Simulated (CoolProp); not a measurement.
Values from CoolProp's reference Helmholtz-energy equation of state, Lemmon 2013.

Task: Give the vapour pressure (bar), enthalpy of vaporisation (kJ/kg), surface tension (mN/m), liquid viscosity (µPa s) of saturated propylene at -90.25, -74.25 °C.

Result: 
```
T (°C)  p (bar)  enthalpy of vaporisation (kJ/kg)  surface tension (mN/m)  liquid viscosity (µPa s)
------  -------  --------------------------------  ----------------------  ------------------------
-90.25   0.0861                               483                    23.0                       338
-74.25    0.250                               467                    20.6                       270
```

Viscosity comes from a separate model (Huber 2003), an estimate that may be off by 10 % or more. Surface tension comes from a separate correlation (Mulero 2012).
